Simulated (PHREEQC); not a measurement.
A solution holds 0.021 mol Al2(SO4)3, 0.032 mol ZnCl2 and 0.0032 mol NaCl per kg of water, at 25 °C. Closed to the air; pH follows from the charge balance.

Computed with PHREEQC (ion-association model, phreeqc.dat).

```json
[
 {"quantity": "pH", "before": "3.83", "after": "3.76"},
 {"quantity": "ionic strength (mol/kgw)", "before": "0.172", "after": "0.386"},
 {"quantity": "AlSO4+ (mol/kgw)", "before": "0.0279", "after": "0.133"},
 {"quantity": "Zn+2 (mol/kgw)", "before": "0.0220", "after": "0.0165"},
 {"quantity": "SO4-2 (mol/kgw)", "before": "0.0162", "after": "0.0557"},
 {"quantity": "Al+3 (mol/kgw)", "before": "0.00936", "after": "0.0230"},
 {"quantity": "SI of Gibbsite (Al(OH)3)", "before": "+0.49", "after": "+0.51"},
 {"quantity": "SI of Halite (NaCl)", "before": "-5.52", "after": "-5.59"}
]
```

Which change was made?
(A) diluted 2-fold with water
(B) diluted 10-fold with water
(C) 0.028 mol/kgw TMAH added
(D) Al2(SO4)3 from 0.021 to 0.0315 mol/kgw
(E) Al2(SO4)3 from 0.021 to 0.105 mol/kgw

E, Al2(SO4)3 from 0.021 to 0.105 mol/kgw

Precipitation was switched off in this run. Some of these states are supersaturated (in Gibbsite (slow to form), for instance).
